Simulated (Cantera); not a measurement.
**Gas-phase reforming**

An isothermal, constant-pressure homogeneous reactor starts with 38.5 % CH₄, 61.5 % CO₂, at 1575 K and 13300 Pa.

Cantera simulation using GRI-Mech 3.0 (53 species, 325 reactions); the numbers are that mechanism's predictions, not measurements.

```json
[
 {"t (s)": "0.000500", "x CH₄": "0.384", "x CO₂": "0.615", "x O₂": "<1e-12", "x CH₃": "0.000141", "x O": "<1e-12", "x HCO": "3.74e-12"},
 {"t (s)": "0.00165", "x CH₄": "0.384", "x CO₂": "0.615", "x O₂": "<1e-12", "x CH₃": "0.000377", "x O": "<1e-12", "x HCO": "2.37e-10"},
 {"t (s)": "0.00544", "x CH₄": "0.381", "x CO₂": "0.615", "x O₂": "<1e-12", "x CH₃": "0.000744", "x O": "1.13e-12", "x HCO": "4.70e-9"},
 {"t (s)": "0.0179", "x CH₄": "0.363", "x CO₂": "0.608", "x O₂": "<1e-12", "x CH₃": "0.00107", "x O": "6.01e-12", "x HCO": "1.71e-8"},
 {"t (s)": "0.0592", "x CH₄": "0.303", "x CO₂": "0.574", "x O₂": "1.34e-12", "x CH₃": "0.000831", "x O": "1.32e-11", "x HCO": "1.40e-8"},
 {"t (s)": "0.195", "x CH₄": "0.204", "x CO₂": "0.481", "x O₂": "7.52e-12", "x CH₃": "0.000556", "x O": "2.12e-11", "x HCO": "8.91e-9"},
 {"t (s)": "0.644", "x CH₄": "0.0834", "x CO₂": "0.290", "x O₂": "2.92e-11", "x CH₃": "0.000312", "x O": "4.30e-11", "x HCO": "5.62e-9"},
 {"t (s)": "2.12", "x CH₄": "0.0223", "x CO₂": "0.155", "x O₂": "5.27e-11", "x CH₃": "0.000128", "x O": "8.83e-11", "x HCO": "4.81e-9"},
 {"t (s)": "7.00", "x CH₄": "0.0150", "x CO₂": "0.102", "x O₂": "2.70e-11", "x CH₃": "7.14e-5", "x O": "8.45e-11", "x HCO": "4.56e-9"}
]
```
x: mole fraction; the columns are a selection and need not sum to one.

Equilibrium at this temperature and pressure: CH₄ 8.32e-9, CO₂ 0.0444, O₂ 1.12e-11, CH₃ 3.28e-11, O 9.88e-11, HCO 5.69e-9 (gas phase only).
